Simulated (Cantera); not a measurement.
An isothermal, constant-pressure homogeneous reactor starts with 24.2 % H₂, 75.8 % O₂, equivalence ratio 0.16, at 1123 K and 1330 Pa.

Cantera simulation using GRI-Mech 3.0 (53 species, 325 reactions); the numbers are that mechanism's predictions, not measurements. Radical loss at walls, strong at low pressure, is not modelled. The temperature is held fixed by assumption; the heat of reaction is taken as removed at once.

One state of this run: x H₂ = 0.00243; x O₂ = 0.712; x H₂O = 0.265; x HO₂ = 1.19e-5; x H₂O₂ = 5.87e-7; x OH = 0.00380; x H = 0.00573. x: mole fraction; the columns are a selection and need not sum to one.

**Question.** Which value of t (s) does it belong to?
(A) 0.00280
(B) 0.306
(C) 1.00e-5
(D) 0.0183

**Answer.** D, 0.0183
